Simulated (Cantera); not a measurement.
Feed: 1 mol Fe, 0.79 mol CO₂, 170 mol H₂, at 465 Torr.

Equilibrium computed with Cantera from the NASA thermochemical tables; the gas is ideal and each condensed phase is pure. Candidate condensed phases: C, C₆H₆, C₇H₈, C₈H₁₈, Fe, Fe(CO)₅, FeO, Fe(OH)₂, Fe(OH)₃, Fe₂O₃, Fe₃O₄, H₂O; 114 gas species. The numbers say what is thermodynamically allowed, not how fast it happens.

Q: Which condensed phases are stable at each of these points (T (K)): 1350, 1400, 1450, 1500, 1550, 1600, 1650, 1700, 1750, 1800, 1850, 1900?

A: 
```csv
T (K),condensed phases,Fe condensed (%)
1350,Fe(γ),100.0
1400,Fe(γ),100.0
1450,Fe(γ),100.0
1500,Fe(γ),100.0
1550,Fe(γ),100.0
1600,Fe(γ),100.0
1650,Fe(γ),99.9
1700,Fe(δ),99.8
1750,Fe(δ),99.6
1800,Fe(δ),99.2
1850,Fe(l),98.4
1900,Fe(l),96.9
```

From 1350 K to 1650 K the condensed part is Fe(γ). From 1700 K to 1800 K the condensed part is Fe(δ). From 1850 K to 1900 K the condensed part is Fe(l).
